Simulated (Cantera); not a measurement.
Charge: 1 mol C₂H₆, 0.059 mol H₂O, 0.24 mol CO₂, held at 2300 K.

Equilibrium computed with Cantera from the NASA thermochemical tables; the gas is ideal and each condensed phase is pure. Candidate condensed phases: C, C₆H₆, C₇H₈, C₈H₁₈, H₂O; 110 gas species. Kinetics and transport are ignored.

Question: At 0.400 bar, list the 4 most abundant gas species with their mole fractions, and the condensed phases.

Answer: H₂ 0.834, CO 0.149, H 0.0140, C₂H₂ (acetylene) 0.00360. Condensed: C(graphite).
